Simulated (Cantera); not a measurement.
## Moist CO burnout

An isothermal, constant-pressure homogeneous reactor starts with CO : O₂ : H₂O : N₂ = 0.0033 : 0.0028 : 0.054 : 4 (molar parts), equivalence ratio 0.59, at 1350 K and 4.00 bar.

Cantera simulation using GRI-Mech 3.0 (53 species, 325 reactions); the numbers are that mechanism's predictions, not measurements.

```
t (s)         x CO      x O₂   x H₂O    x H₂O₂       x H      x OH     x NO₂
--------  --------  --------  ------  --------  --------  --------  --------
1.00e-5   0.000813  0.000690  0.0133    <1e-12    <1e-12  5.93e-12    <1e-12
5.37e-5   0.000813  0.000690  0.0133    <1e-12  8.12e-12  5.68e-11    <1e-12
0.000289  0.000813  0.000690  0.0133    <1e-12  1.41e-10  6.14e-10    <1e-12
0.00155   0.000813  0.000690  0.0133  8.31e-12   9.80e-9   4.04e-8    <1e-12
0.00833   0.000154  0.000406  0.0132   2.99e-8   1.42e-5   3.00e-5  2.30e-11
0.0447     2.19e-6  0.000286  0.0133   1.87e-9   1.82e-7   6.74e-6  1.76e-10
0.240      7.11e-8  0.000283  0.0133  1.88e-10   4.24e-9   2.10e-6  1.05e-10
1.29       1.23e-8  0.000283  0.0133  4.36e-11  4.60e-10   1.01e-6  3.74e-11
6.93       9.75e-9  0.000283  0.0133  3.55e-11  3.42e-10   9.09e-7  3.24e-11
37.2       9.75e-9  0.000283  0.0133  3.55e-11  3.42e-10   9.09e-7  3.29e-11
200        9.75e-9  0.000283  0.0133  3.55e-11  3.42e-10   9.09e-7  3.52e-11
```
x: mole fraction; the columns are a selection and need not sum to one.

Equilibrium at this temperature and pressure: CO 9.95e-9, O₂ 0.000272, H₂O 0.0133, H₂O₂ 3.48e-11, H 3.45e-10, OH 9.00e-7, NO₂ 1.40e-8 (gas phase only).
